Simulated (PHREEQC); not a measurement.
Dissolve 0.0013 mol/kgw NaOH, 5.6e-06 mol/kgw H4SiO4 and 0.18 mol/kgw K2CO3 at 25 °C. Closed to the air; pH follows from the charge balance.

All values are PHREEQC results (ion-association model, phreeqc.dat), not measurements.

Each row changes one thing in this solution. Precipitation was switched off in this run.

| case | pH | ionic strength (mol/kgw) | H3SiO4- (mol/kgw) | H2SiO4-2 (mol/kgw) | H4SiO4 (mol/kgw) | SI of Quartz (SiO2) |
|---|---|---|---|---|---|---|
| as made | 11.50 | 0.536 | 5.21e-6 | 3.26e-7 | 6.31e-8 | -3.16 |
| temperature from 25 to 15 °C | 11.76 | [?] | 5.26e-6 | 2.89e-7 | 5.22e-8 | -3.09 |
| K2CO3 left out | 11.09 | 0.00130 | 5.27e-6 | 4.96e-8 | 2.79e-7 | -2.57 |
| 0.0039 mol/kgw H2SO4 added | 11.14 | 0.533 | [?] | 1.42e-7 | 1.50e-7 | -2.78 |
| K2CO3 replaced by K2HPO4 at the same molality | 9.34 | 0.502 | 2.01e-6 | 8.56e-10 | 3.59e-6 | -1.41 |
| NaOH left out | 11.44 | 0.536 | [?] | 2.83e-7 | 7.35e-8 | -3.09 |
| H4SiO4 replaced by K2SiO3 at the same molality | [?] | 0.536 | 5.21e-6 | 3.27e-7 | 6.30e-8 | -3.16 |

Fill in the missing entries.


- temperature from 25 to 15 °C, ionic strength (mol/kgw): 0.538
- 0.0039 mol/kgw H2SO4 added, H3SiO4- (mol/kgw): 5.31e-6
- NaOH left out, H3SiO4- (mol/kgw): 5.24e-6
- H4SiO4 replaced by K2SiO3 at the same molality, pH: 11.51

Complexes and solids missing from the database can't appear.
